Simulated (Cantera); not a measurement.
# N2O furnace oxynitridation

A perfectly stirred reactor is fed with N₂O : H₂ : N₂ = 1 : 0.0029 : 0.73 (molar parts), at 165 Torr; it is held at 1250 K, and followed from long to short residence time.

Computed with Cantera and GRI-Mech 3.0 (53 species, 325 reactions). GRI-Mech 3.0 was tuned for natural gas; its chemistry of N2O as a main component is partial and can be far from experiment. The mechanism lacks the step 2 NO + O2 → 2 NO2, which can matter for NO2 below about 1400 K. The temperature is held fixed by assumption; the heat of reaction is taken as removed at once.

| τ (s) | x N₂O | x H₂ | x NO | x OH | x H | x H₂O | x HO₂ |
|---|---|---|---|---|---|---|---|
| 12 | 0.104 | 2.91e-6 | 0.0377 | 6.41e-6 | 3.53e-9 | 0.00136 | 8.38e-9 |
| 3.4 | 0.240 | 9.19e-6 | 0.0295 | 7.58e-6 | 5.51e-9 | 0.00144 | 1.88e-8 |
| 0.93 | 0.412 | 3.00e-5 | 0.0148 | 9.12e-6 | 1.06e-8 | 0.00153 | 6.31e-8 |
| 0.26 | 0.517 | 8.92e-5 | 0.00522 | 1.12e-5 | 2.73e-8 | 0.00154 | 2.53e-7 |
| 0.070 | 0.559 | 0.000252 | 0.00148 | 1.36e-5 | 8.39e-8 | 0.00140 | 9.70e-7 |
| 0.019 | 0.571 | 0.000623 | 0.000402 | 1.52e-5 | 2.30e-7 | 0.00104 | 2.63e-6 |
| 0.0053 | 0.575 | 0.00115 | 0.000115 | 1.47e-5 | 4.16e-7 | 0.000512 | 4.14e-6 |
| 0.0015 | 0.577 | 0.00153 | 3.42e-5 | 1.08e-5 | 4.13e-7 | 0.000139 | 3.27e-6 |
| 0.00040 | 0.577 | 0.00165 | 8.57e-6 | 4.68e-6 | 2.07e-7 | 1.70e-5 | 7.93e-7 |
| 0.00011 | 0.577 | 0.00167 | 1.88e-6 | 1.26e-6 | 7.23e-8 | 1.27e-6 | 6.87e-8 |
x: mole fraction; the columns are a selection and need not sum to one.
